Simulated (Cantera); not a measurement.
## Thermodynamics of thermal oxidation and active oxidation of silicon, feed Si + CO2 + H2

Charge: 1 mol Si, 0.023 mol CO2, 2.5 mol H2, at 1950 °C and 0.110 Pa.

Method: chemical equilibrium by Gibbs-energy minimisation in Cantera with the NASA 1993 tables (ideal gas, pure condensed phases). Candidate condensed phases: C, C6H6, C7H8, C8H18, H2O, Si, SiC, SiO2; 123 gas species. Equilibrium is a limit: real reactors are often held back by kinetics, nucleation or transport.

```json
{
 "x(H)": "0.810",
 "x(Si)": "0.165",
 "x(H2)": "0.0175",
 "x(SiO)": "0.00389",
 "x(CO)": "0.00389",
 "x(SiH)": "9.70e-6",
 "x(Si2)": "1.09e-6",
 "gas_amount": "5.919 mol",
 "log10 activity of Si(l) (absent)": "-3.40",
 "log10 activity of C(graphite) (absent)": "-4.29"
}
```
